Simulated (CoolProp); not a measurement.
Vapour-liquid equilibrium of hexamethyldisiloxane (MM) (1) + toluene (2) at 128.45 °C; x and y are mole fractions of (1).

Computed with CoolProp (multi-fluid Helmholtz-energy mixture model, Thol 2016 and Lemmon 2006; pair parameters Bell 2016).

```csv
x,bubble pressure (bar),y at the bubble point,dew pressure at overall composition x (bar),liquid density (mol/L)
0.05,1.684,0.073,1.669,7.889
0.2,1.806,0.265,1.764,6.933
0.35,1.910,0.425,1.862,6.145
0.5,1.995,0.563,1.957,5.487
0.65,2.060,0.691,2.041,4.932
0.8,2.106,0.818,2.101,4.462
0.95,2.130,0.952,2.130,4.059
```

No azeotrope shows between x = 0.05 and 0.95.

The pair parameters rest on a limited set of measurements; away from them the model extrapolates.
